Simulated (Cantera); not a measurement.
Input: 1 mol MgCO3, 2.3 mol H2, 0.052 mol O2, equilibrated at 723 K and 7.50 Torr.

Cantera equilibrium calculation (NASA polynomials, part measured and part estimated; ideal gas, pure solids and liquids). Candidate condensed phases: C, C6H6, C7H8, C8H18, H2O, Mg, MgCO3, MgO, Mg(OH)2; 116 gas species. The numbers say what is thermodynamically allowed, not how fast it happens.

Base state: H2 0.540, CO2 0.203, H2O 0.150, CO 0.0956, CH4 0.0110 (mole fractions); condensed: MgO(s).

What changes in the equilibrium state with this change: temperature from 723 K to 1723 K?


```
species      before    after
-----------  ------  -------
H2            0.540    0.411
H2O           0.150    0.284
CO           0.0956    0.253
CO2           0.203   0.0498
CH4          0.0110    <1e-9
Mg            <1e-9  2.17e-5
H             <1e-9  0.00117
OH            <1e-9  4.43e-5
MgO(s), mol    1.00    1.000
```
